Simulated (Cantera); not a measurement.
A closed system holds: 1 mol C3H6, 0.067 mol H2O, equilibrated at 10.0 mbar.

These are equilibrium values from Cantera (NASA tables, ideal gas, pure condensed phases), not measurements of a reactor. Candidate condensed phases: C, C6H6, C7H8, C8H18, H2O; 110 gas species. Kinetics and transport are ignored.

At 1598 K, list the 5 most abundant gas species with their mole fractions, and the condensed phases.

H2 0.978, CO 0.0214, H 0.000526, C2H2 (acetylene) 2.63e-5, CH4 1.58e-5. Condensed: C(graphite).
